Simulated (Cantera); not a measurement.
A freely propagating, adiabatic, planar premixed flame of H2 : O2 : N2 = 1 : 0.735 : 2.79 (molar parts), unburnt at 498 K and 100.0 Torr; mixture-averaged transport, grid criteria slope 0.08 and curve 0.16, no radiation.

Model: the H2/O2 subset of GRI-Mech 3.0, which has no nitrogen chemistry, integrated in Cantera. Burning velocities carry a grid error of a few per cent, more on coarse grids. Lean hydrogen flames are cellular in practice and burn faster than this planar one.

Q: How do the results move with these cheaper or finer settings: unity-Lewis-number transport; multicomponent transport; multicomponent+Soret transport; grid criteria slope 0.5, curve 1; grid criteria slope 0.25, curve 0.5; grid criteria slope 0.03, curve 0.06?

A: 
```json
[
 {"setting": "as above", "laminar burning velocity": "323 cm/s", "thermal thickness": "5.88 mm", "peak x(H2O2)": "4.95e-6", "peak x(HO2)": "7.93e-5", "grid points": "130"},
 {"setting": "unity-Lewis-number transport", "laminar burning velocity": "213 cm/s", "thermal thickness": "4.01 mm", "peak x(H2O2)": "2.30e-6", "peak x(HO2)": "6.55e-5", "grid points": "120"},
 {"setting": "multicomponent transport", "laminar burning velocity": "318 cm/s", "thermal thickness": "5.84 mm", "peak x(H2O2)": "5.05e-6", "peak x(HO2)": "7.94e-5", "grid points": "130"},
 {"setting": "multicomponent+Soret transport", "laminar burning velocity": "300 cm/s", "thermal thickness": "5.77 mm", "peak x(H2O2)": "5.22e-6", "peak x(HO2)": "7.94e-5", "grid points": "130"},
 {"setting": "grid criteria slope 0.5, curve 1", "laminar burning velocity": "421 cm/s", "thermal thickness": "8.04 mm", "peak x(H2O2)": "3.64e-6", "peak x(HO2)": "7.25e-5", "grid points": "41"},
 {"setting": "grid criteria slope 0.25, curve 0.5", "laminar burning velocity": "351 cm/s", "thermal thickness": "6.37 mm", "peak x(H2O2)": "4.41e-6", "peak x(HO2)": "7.79e-5", "grid points": "65"},
 {"setting": "grid criteria slope 0.03, curve 0.06", "laminar burning velocity": "317 cm/s", "thermal thickness": "5.73 mm", "peak x(H2O2)": "5.17e-6", "peak x(HO2)": "7.96e-5", "grid points": "288"}
]
```
Unity Lewis numbers drop preferential diffusion, which matters most where H2 and H carry the flame; Soret adds thermal diffusion.
